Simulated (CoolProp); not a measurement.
Vapour-liquid equilibrium of sulfur dioxide (1) + toluene (2) at 190 kPa; x and y are mole fractions of (1).

The numbers come from the multi-fluid Helmholtz-energy mixture model, Gao 2016 and Lemmon 2006; pair parameters Bell 2016 in CoolProp.

```csv
x,"bubble temperature, mixture model (°C)","bubble temperature, Raoult's law (°C)","y, mixture model","y, Raoult's law"
0.05,106.8,95.9,0.531,0.672
0.2,58.5,52.3,0.923,0.943
0.35,36.1,34.4,0.977,0.979
0.5,23.7,23.8,0.990,0.991
0.65,16.0,16.4,0.995,0.996
0.8,10.7,10.8,0.998,0.998
0.95,6.3,6.3,1.000,1.000
```

The largest gap from Raoult's law is +10.9 K in bubble temperature, at x = 0.05. No azeotrope shows between x = 0.05 and 0.95.

Pair parameters are fitted to limited data, so mixtures are less certain than the pure fluids. The gap from Raoult's law changes sign with composition, which may be real or a fault of the pair parameters; it wasn't checked against measurements.
